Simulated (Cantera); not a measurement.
What does this Cantera script print?

```python
import numpy as np
import cantera as ct

gas = ct.Solution("gri30.yaml", transport_model="mixture-averaged")
show = ['CH3', 'H2', 'NO']

rows = []
print(f"{'T/K':>7s}{'rho':>11s}{'cp':>10s}{'mu':>11s}{'lambda':>11s}{'Pr':>7s}" + "".join(f"{'D_' + s:>11s}" for s in show))
for T in [400, 650, 900, 1150, 1400, 1650, 1900, 2150]:
    gas.TPX = T, 101325, {'H2': 0.89, 'NH3': 0.35, 'C2H6': 0.39, 'C2H4': 0.86}
    Pr = gas.cp_mass * gas.viscosity / gas.thermal_conductivity
    D = [gas.mix_diff_coeffs_mole[gas.species_index(s)] for s in show]
    rows.append([gas.density, gas.cp_mass, gas.viscosity, gas.thermal_conductivity, Pr, *D])
    print(f"{T:7g}{gas.density:11.4e}{gas.cp_mass:10.1f}{gas.viscosity:11.4e}"
          f"{gas.thermal_conductivity:11.4e}{Pr:7.3f}" + "".join(f"{d:11.4e}" for d in D))
print("SI units: kg/m3, J/kg/K, Pa s, W/m/K, m2/s")
```

It prints:

```
    T/K        rho        cp         mu     lambda     Pr      D_CH3       D_H2       D_NO
    400 5.3358e-01    2528.5 1.3628e-05 7.8428e-02  0.439 4.1326e-05 1.0582e-04 3.8760e-05
    650 3.2836e-01    3294.1 2.0707e-05 1.3334e-01  0.512 9.8507e-05 2.4315e-04 9.1155e-05
    900 2.3715e-01    3827.9 2.6737e-05 1.8841e-01  0.543 1.7305e-04 4.2043e-04 1.5916e-04
   1150 1.8559e-01    4254.4 3.2058e-05 2.4218e-01  0.563 2.6270e-04 6.3312e-04 2.4084e-04
   1400 1.5245e-01    4565.6 3.6875e-05 2.9409e-01  0.572 3.6605e-04 8.7825e-04 3.3498e-04
   1650 1.2935e-01    4800.2 4.1320e-05 3.4391e-01  0.577 4.8213e-04 1.1537e-03 4.4072e-04
   1900 1.1233e-01    4976.5 4.5480e-05 3.9151e-01  0.578 6.1023e-04 1.4578e-03 5.5742e-04
   2150 9.9270e-02    5109.9 4.9417e-05 4.3690e-01  0.578 7.4979e-04 1.7891e-03 6.8456e-04
SI units: kg/m3, J/kg/K, Pa s, W/m/K, m2/s
```

Model: GRI-Mech 3.0 (53 species, 325 reactions), integrated in Cantera. Polar gases are described roughly by these parameters. The composition is frozen, though it would react at the higher temperatures.
